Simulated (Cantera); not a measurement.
Input: 1 mol SiCl₄, 2.2 mol NH₃, held at 1075 K and 1.33 mbar.

Equilibrium computed with Cantera from the NASA thermochemical tables; the gas is ideal and each condensed phase is pure. Candidate condensed phases: NH₄Cl, Si, Si₃N₄; 28 gas species. The tables' values for SiCl₃ are old estimates; treat these amounts as uncertain. Equilibrium is a limit: real reactors are often held back by kinetics, nucleation or transport.

### Question
What is the equilibrium state?

### Answer
```
Quantity                              Value
--------------------------------  ---------
x(HCl)                                0.491
x(H₂)                                 0.340
x(N₂)                                 0.114
x(SiCl₄)                             0.0536
x(SiCl₃)                           0.000924
x(SiHCl₃)                          0.000462
x(SiCl₂)                           0.000252
n(Si₃N₄(s))                       0.230 mol
gas amount                        5.634 mol
log10 activity of Si(s) (absent)      -3.74
```
